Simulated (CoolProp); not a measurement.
Model: reference Helmholtz-energy equation of state, Marx 1992, in CoolProp.

### Question
For R113, give the phase and the density (kg/m³), cp (kJ/(kg K)), isothermal compressibility (1/MPa) at 370.8 K and 1420 kPa.

### Answer
- 370.8 K and 1420 kPa: liquid; density 1380, cp 0.997, isothermal compressibility 0.00428
